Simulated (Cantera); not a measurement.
Charge: 1 mol Si, 0.041 mol N2O, 520 mol N2, held at 2048.15 K and 0.100 bar.

Method: chemical equilibrium by Gibbs-energy minimisation in Cantera with the NASA 1993 tables (ideal gas, pure condensed phases). Candidate condensed phases: Si, SiO2, Si2N2O, Si3N4; 16 gas species. The tables' values for SiN are old estimates; treat these amounts as uncertain. Kinetics and transport are ignored.

Base state: N2 0.999, Si 0.000757, SiO 7.88e-5, Si2N 7.00e-5, SiN 5.57e-5 (mole fractions); condensed: Si(l).

What changes in the equilibrium state with this change: pressure from 0.100 bar to 10.0 mbar?


```tsv
species	before	after
N2	0.999	0.998
Si	0.000757	0.00177
SiO	7.88e-5	7.87e-5
Si2N	7.00e-5	1.20e-5
SiN	5.57e-5	4.10e-5
Si(l), mol	0.451	0
```
